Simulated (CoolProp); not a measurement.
Vapour-liquid equilibrium of toluene (1) + n-nonane (2) at 7.4 bar; x and y are mole fractions of (1).

The numbers come from the multi-fluid Helmholtz-energy mixture model, Lemmon 2006 and Lemmon 2006; pair parameters Bell 2016 in CoolProp.

```json
[
 {"x": "0.05", "bubble temperature (K)": "515.3", "y at the bubble point": "0.091", "dew temperature at overall composition x (K)": "516.9", "liquid density (mol/L)": "4.056"},
 {"x": "0.125", "bubble temperature (K)": "510.1", "y at the bubble point": "0.217", "dew temperature at overall composition x (K)": "513.9", "liquid density (mol/L)": "4.239"},
 {"x": "0.2", "bubble temperature (K)": "505.2", "y at the bubble point": "0.328", "dew temperature at overall composition x (K)": "510.8", "liquid density (mol/L)": "4.429"},
 {"x": "0.275", "bubble temperature (K)": "500.7", "y at the bubble point": "0.427", "dew temperature at overall composition x (K)": "507.5", "liquid density (mol/L)": "4.628"},
 {"x": "0.35", "bubble temperature (K)": "496.5", "y at the bubble point": "0.514", "dew temperature at overall composition x (K)": "504.2", "liquid density (mol/L)": "4.836"},
 {"x": "0.425", "bubble temperature (K)": "492.8", "y at the bubble point": "0.590", "dew temperature at overall composition x (K)": "500.8", "liquid density (mol/L)": "5.055"},
 {"x": "0.5", "bubble temperature (K)": "489.3", "y at the bubble point": "0.659", "dew temperature at overall composition x (K)": "497.2", "liquid density (mol/L)": "5.287"},
 {"x": "0.575", "bubble temperature (K)": "486.2", "y at the bubble point": "0.720", "dew temperature at overall composition x (K)": "493.5", "liquid density (mol/L)": "5.534"},
 {"x": "0.65", "bubble temperature (K)": "483.3", "y at the bubble point": "0.776", "dew temperature at overall composition x (K)": "489.8", "liquid density (mol/L)": "5.798"},
 {"x": "0.725", "bubble temperature (K)": "480.6", "y at the bubble point": "0.828", "dew temperature at overall composition x (K)": "485.9", "liquid density (mol/L)": "6.083"},
 {"x": "0.8", "bubble temperature (K)": "478.2", "y at the bubble point": "0.876", "dew temperature at overall composition x (K)": "482.1", "liquid density (mol/L)": "6.390"},
 {"x": "0.875", "bubble temperature (K)": "475.9", "y at the bubble point": "0.923", "dew temperature at overall composition x (K)": "478.3", "liquid density (mol/L)": "6.724"},
 {"x": "0.95", "bubble temperature (K)": "473.8", "y at the bubble point": "0.969", "dew temperature at overall composition x (K)": "474.6", "liquid density (mol/L)": "7.089"}
]
```

No azeotrope shows between x = 0.05 and 0.95.

The pair parameters rest on a limited set of measurements; away from them the model extrapolates.
